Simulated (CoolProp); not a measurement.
A single-stage vapour-compression cycle with carbonyl sulfide: evaporating at 207.15 K (dew point), condensing at 259.15 K (bubble point), superheat 0 K, subcooling 0 K, compressor efficiency 0.8, no pressure losses. Each further row changes one setting.

Model: reference Helmholtz-energy equation of state, Lemmon 2006, in CoolProp. It is a short technical equation, of lower accuracy than the large ones.

```csv
case,cooling COP,pressure ratio,discharge temperature (K),refrigerating effect (kJ/kg),volumetric capacity (kJ/m³)
as stated,2.57,9.17,358.9,257,416
evaporating temperature 212.15 K,2.99,7.03,345.3,259,537
condensing temperature 254.15 K,2.91,7.74,345.7,263,426
subcooling 5 K,2.64,9.17,358.9,263,426
superheat 10 K,2.52,9.17,373.1,263,405
compressor efficiency 0.7,2.25,9.17,377.5,257,416
```
